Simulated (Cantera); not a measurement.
An adiabatic, constant-pressure homogeneous reactor starts with 6.29 % CH4, 1.07 % C2H6, 18.8 % O2, 70.5 % N2, 3.40 % H2O, at 1375 K and 22000 Pa.

Model: GRI-Mech 3.0 (53 species, 325 reactions), integrated in Cantera.

One state of this run: T (K) = 2522; x CH4 = <1e-12; x C2H6 = <1e-12; x O2 = 0.0326; x NO = 0.00875; x CH2 = <1e-12. x: mole fraction; the columns are a selection and need not sum to one.

**Question.** Which value of t (s) does it belong to?
A. 1.10e-5
B. 0.00469
C. 0.729
D. 0.00171

**Answer.** C, 0.729
